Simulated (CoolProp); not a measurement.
Properties of decamethylcyclopentasiloxane (D5) along the isotherm 620 K.

Values from CoolProp's reference Helmholtz-energy equation of state, Thol 2019.

```
p (MPa)  phase  density (kg/m³)  isothermal compressibility (1/MPa)  expansivity (1/kK)  fugacity coefficient
-------  -----  ---------------  ----------------------------------  ------------------  --------------------
0.0017     gas           0.1223                               588.6               1.616                0.9994
0.00257    gas           0.1850                               389.4               1.618                0.9992
0.00388    gas           0.2794                               258.1               1.621                0.9987
0.00585    gas           0.4216                               171.3               1.625                0.9981
0.00883    gas           0.6369                               113.6               1.631                0.9971
0.0133     gas           0.9608                               75.52               1.640                0.9956
0.0201     gas            1.455                               50.08               1.654                0.9934
0.0303     gas            2.201                               33.34               1.676                0.9901
0.0457     gas            3.337                               22.22               1.709                0.9851
0.069      gas            5.079                               14.84               1.761                0.9775
0.104      gas            7.750                               9.971               1.844                0.9661
0.157      gas            11.93                               6.742               1.981                0.9490
0.237      gas            18.57                               4.620               2.218                0.9233
0.357      gas            29.44                               3.254               2.663                0.8851
0.539      gas            48.74                               2.424               3.677                0.8277
```
